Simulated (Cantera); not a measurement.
Charge: 1 mol MgO, 0.5 mol CH4, 0.23 mol H2, equilibrated at 3.20 mbar.

Equilibrium computed with Cantera from the NASA thermochemical tables; the gas is ideal and each condensed phase is pure. Candidate condensed phases: C, C6H6, C7H8, C8H18, H2O, Mg, MgCO3, MgO, Mg(OH)2; 116 gas species. The tables' values for MgH are old estimates; treat these amounts as uncertain. Kinetics and transport are ignored.

x: gas mole fraction; n: condensed amount in mol.

```
T (°C)   x H2     x Mg     x CO     x H2O       x H     x CO2    x OH  n C(graphite)  n MgO(s)
------  -----  -------  -------  --------  --------  --------  ------  -------------  --------
1000    0.994  0.00281  0.00281   1.06e-7   1.26e-5  1.81e-10  <1e-12          0.496     0.997
1075    0.971   0.0144   0.0144   2.62e-7   4.03e-5   1.99e-9  <1e-12          0.482     0.982
1150    0.875   0.0622   0.0623   5.38e-7  0.000110   1.69e-8     ___          0.412     0.913
1225    0.551    0.224    0.224   7.33e-7  0.000226   1.16e-7     ___              0     0.500
1300    0.551    0.224    0.224   4.66e-6  0.000534   6.56e-7     ___              0     0.500
1375    0.551    0.224    0.224   2.50e-5   0.00117   3.17e-6     ___              0     0.500
1450    0.550    0.224    0.224  0.000115   0.00239   1.33e-5     ___              0     0.500
1525    0.547    0.224    0.224  0.000462   0.00460   4.95e-5     ___              0     0.499
1600    0.542    0.225    0.223   0.00164   0.00840  0.000164     ___              0     0.496
1675    0.532    0.227    0.221   0.00519    0.0146  0.000491     ___              0     0.487
1750    0.510    0.234    0.217    0.0144    0.0240   0.00131     ___              0     0.464
1825    0.468    0.249    0.209    0.0339    0.0372   0.00306     ___              0     0.411
1900    0.400    0.275    0.195    0.0668    0.0540   0.00626     ___              0     0.313
1975    0.312    0.312    0.176     0.110    0.0725    0.0114     ___              0     0.159
```

### Question
Fill in the missing entries.

### Answer

- 1150, x OH: 1.47e-12
- 1225, x OH: 8.50e-12
- 1300, x OH: 1.63e-10
- 1375, x OH: 2.38e-9
- 1450, x OH: 2.74e-8
- 1525, x OH: 2.55e-7
- 1600, x OH: 1.98e-6
- 1675, x OH: 1.29e-5
- 1750, x OH: 7.03e-5
- 1825, x OH: 0.000320
- 1900, x OH: 0.00121
- 1975, x OH: 0.00382
